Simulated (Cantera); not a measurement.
What does this Cantera script print?

```python
import numpy as np
import cantera as ct

gas_names = """
    Br Br2 H HBr HO2 H2 H2O H2O2 O OH O2 O3
""".split()
cond_names = """
    Br2(cr) Br2(L) H2O(s) H2O(L)
""".split()


# ... load() reads the species with a 1 bar reference pressure and builds the phases ...
atoms = {
    'HBr': {'H': 1, 'Br': 1},
    'O2': {'O': 2},
}
top_T = {}  # K; cautious upper limits of use, not melting points


# ... equilibrate(T, P, feed) seeds the gas with the atoms and calls Mixture.equilibrate('TP', solver="vcs", rtol=1e-11, max_steps=5000) ...
results = []
feed = {'HBr': 1, 'O2': 0.63}  # mol
T = 948  # K
P = 8000  # Pa
mix = equilibrate(T, P, feed)
results.append((T, P, feed, dict(zip(mix.species_names, mix.species_moles))))
print(gas.report(threshold=1e-06))
for i in range(1, mix.n_phases):
    print(f"{mix.phase(i).name:16s} {mix.phase_moles(i):12.5e} mol")
```

It prints:

```
       temperature   948 K
          pressure   8000 Pa
           density   0.07395 kg/m^3
  mean mol. weight   72.86 kg/kmol
   phase of matter   gas

                          1 kg             1 kmol
                     ---------------   ---------------
          enthalpy        -7.108e+05       -5.1789e+07  J
   internal energy       -8.1898e+05       -5.9672e+07  J
           entropy            3905.3        2.8454e+05  J/K
    Gibbs function        -4.413e+06       -3.2153e+08  J
 heat capacity c_p            518.33             37765  J/K
 heat capacity c_v            404.21             29451  J/K

                      mass frac. Y      mole frac. X     chem. pot. / RT
                     ---------------   ---------------   ---------------
                Br         0.0069235         0.0063132           -15.629
               Br2           0.77478           0.35324           -31.258
               HBr         0.0089788         0.0080854           -37.539
               H2O          0.088121            0.3564           -58.937
                O2           0.12119           0.27596           -30.235
     [   +7 minor]        3.5182e-08        1.5024e-07

Br2(L)            0.00000e+00 mol
```

Equilibrium computed with Cantera from the NASA thermochemical tables; the gas is ideal and each condensed phase is pure.
